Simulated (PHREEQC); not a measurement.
A solution holds 12.6 mmol/kgw Na2HPO4, at 25 °C. Closed to the air; pH follows from the charge balance.

Equilibrium calculation in PHREEQC: ion-association model, wateq4f.dat.

No solid was allowed to form.

Q: Predict the pH, ionic strength.

A: pH 9.34; ionic strength 0.0372 mol/kgw.

Q: In which forms is P present?

A: HPO4-2 97 %, NaHPO4- 2.4 % of the P.

Complexes and solids missing from the database can't appear. H3PO4, which wateq4f.dat lacks, is added to it with the constant of phreeqc.dat.
